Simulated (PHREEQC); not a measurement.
1 kg of water holding 0.046 mol/kgw KCl, 0.0022 mol/kgw Na2B4O7, 0.011 mol/kgw NaCl and 0.016 mol/kgw Na2CO3 is evaporated at 25 °C; the solids stay in contact with the brine. CO2 is held at log p = -3.4 (atm). Only these solids could form: Halite, Kalicinite, Nahcolite, Natron, Sylvite, Trona, Borax, Boric_acid,s, KB5O8:4H2O, K2B4O7:4H2O, NaBO2:4H2O, NaB5O8:5H2O, Teepleite.

The numbers come from PHREEQC with the Pitzer model, pitzer.dat.

```csv
water left (kg),ionic strength,water activity,Sylvite (mol),Trona (mol),Borax (mol),Na in solution (mol/kgw),Cl in solution (mol/kgw),pH
0.9999,0.0991,0.997,0,0,0,0.0474,0.0570,9.41
0.8218,0.121,0.996,0,0,0,0.0577,0.0694,9.46
0.6754,0.148,0.996,0,0,0,0.0702,0.0844,9.50
0.5551,0.181,0.995,0,0,0,0.0854,0.103,9.54
0.4562,0.222,0.994,0,0,0,0.104,0.125,9.58
0.3082,0.331,0.991,0,0,0,0.154,0.185,9.65
0.2533,0.405,0.989,0,0,0,0.187,0.225,9.69
0.2082,0.495,0.986,0,0,0,0.228,0.274,9.72
0.1711,0.604,0.984,0,0,0,0.277,0.333,9.75
0.1406,0.738,0.980,0,0,0,0.337,0.405,9.77
0.1156,0.901,0.976,0,0,0,0.410,0.493,9.80
0.09502,1.10,0.971,0,0,0,0.499,0.600,9.83
0.0642,1.64,0.958,0,0,0,0.738,0.888,9.88
0.05279,2.00,0.950,0,0,0,0.898,1.08,9.90
0.0434,2.44,0.939,0,0,0,1.09,1.31,9.92
0.0357,2.98,0.926,0,0,0,1.33,1.60,9.95
0.02937,3.64,0.909,0,0,0,1.61,1.94,9.97
0.02416,4.44,0.888,0,0,0,1.96,2.36,10.00
0.01989,5.40,0.862,0,0,0,2.38,2.87,10.03
0.01639,6.57,0.828,0,0,0,2.89,3.48,10.07
0.0135,8.00,0.784,0,0,0,3.51,4.22,10.12
0.009017,9.11,0.752,0.0165,0.00183,0.000675,4.50,4.50,10.14
0.007289,8.99,0.751,0.0230,0.00396,0.00103,4.59,4.66,10.11
0.005855,8.86,0.748,0.0284,0.00571,0.00132,4.72,4.88,10.08
0.004694,8.73,0.743,0.0328,0.00710,0.00154,4.90,5.15,10.03
```

Borax from water left = 0.0111 kg (pH 10.15); Sylvite from water left = 0.0111 kg (pH 10.15); Trona from water left = 0.009017 kg (pH 10.14).

Complexes and solids missing from the database can't appear.
